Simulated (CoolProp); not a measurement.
R115 at 409.91 K and 1.28 MPa is compressed adiabatically to 3.26 MPa with isentropic efficiency 0.7. Each further row changes one setting.

The numbers come from the reference Helmholtz-energy equation of state, Lemmon 2016 in CoolProp.

```json
[
 {"case": "as stated", "work (kJ/kg)": "___", "final temperature (K)": "___", "final density (kg/m³)": "___"},
 {"case": "efficiency 1", "work (kJ/kg)": "18.8", "final temperature (K)": "___", "final density (kg/m³)": "165"},
 {"case": "efficiency 0.65", "work (kJ/kg)": "28.9", "final temperature (K)": "___", "final density (kg/m³)": "___"}
]
```

Problem. Some entries are withheld; supply them.

Solution. 
- as stated, work (kJ/kg): 26.8
- as stated, final temperature (K): 450.4
- as stated, final density (kg/m³): 159
- efficiency 1, final temperature (K): 442.1
- efficiency 0.65, final temperature (K): 452.5
- efficiency 0.65, final density (kg/m³): 158
